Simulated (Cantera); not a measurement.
An adiabatic, constant-pressure homogeneous reactor starts with C₃H₈ : O₂ : N₂ = 1 : 5.49 : 14.8 (molar parts), at 1600 K and 6.80 bar. Integrator tolerance rtol = 1e-08.

Model: GRI-Mech 3.0 (53 species, 325 reactions), integrated in Cantera. GRI-Mech 3.0 was tuned for natural gas; its chemistry of propane as a main component is partial and can be far from experiment. Above 3000 K some thermodynamic fits are extrapolated.

Question: What does this change do: pressure from 6.80 bar to 1.30 bar?

Answer: 
```tsv
quantity	before	after
time of steepest temperature rise	8.61 µs	25.7 µs
temperature at 0.200 s	3031 K	2886 K
equilibrium temperature	3031 K	2886 K
x(C₃H₈) at 0.200 s	<1e-12 (gas-phase equilibrium <1e-12)	<1e-12 (gas-phase equilibrium <1e-12)
x(O₂) at 0.200 s	0.0365 (gas-phase equilibrium 0.0365)	0.0408 (gas-phase equilibrium 0.0408)
x(NO) at 0.200 s	0.0184 (gas-phase equilibrium 0.0184)	0.0162 (gas-phase equilibrium 0.0162)
x(C₂H₄) at 0.200 s	<1e-12 (gas-phase equilibrium <1e-12)	<1e-12 (gas-phase equilibrium <1e-12)
x(H) at 0.200 s	0.00791 (gas-phase equilibrium 0.00791)	0.0127 (gas-phase equilibrium 0.0127)
```

Question: What does this change do: pressure from 6.80 bar to 1.00 bar?

Answer: 
```
quantity                                                            before                                  after
---------------------------------  ---------------------------------------  -------------------------------------
time of steepest temperature rise                                  8.61 µs                                31.0 µs
temperature at 0.200 s                                              3031 K                                 2863 K
equilibrium temperature                                             3031 K                                 2863 K
x(C₃H₈) at 0.200 s                   <1e-12 (gas-phase equilibrium <1e-12)  <1e-12 (gas-phase equilibrium <1e-12)
x(O₂) at 0.200 s                     0.0365 (gas-phase equilibrium 0.0365)  0.0414 (gas-phase equilibrium 0.0414)
x(NO) at 0.200 s                     0.0184 (gas-phase equilibrium 0.0184)  0.0158 (gas-phase equilibrium 0.0158)
x(C₂H₄) at 0.200 s                   <1e-12 (gas-phase equilibrium <1e-12)  <1e-12 (gas-phase equilibrium <1e-12)
x(H) at 0.200 s                    0.00791 (gas-phase equilibrium 0.00791)  0.0136 (gas-phase equilibrium 0.0136)
```
